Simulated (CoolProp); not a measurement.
Values from CoolProp's reference Helmholtz-energy equation of state, Lemmon 2006. It is a short technical equation, of lower accuracy than the large ones.

### Question
For n-nonane, give the phase and the Joule-Thomson coefficient (K/MPa) at 326.85 °C and 114 kPa.

### Answer
- 326.85 °C and 114 kPa: gas; Joule-Thomson coefficient 7.76
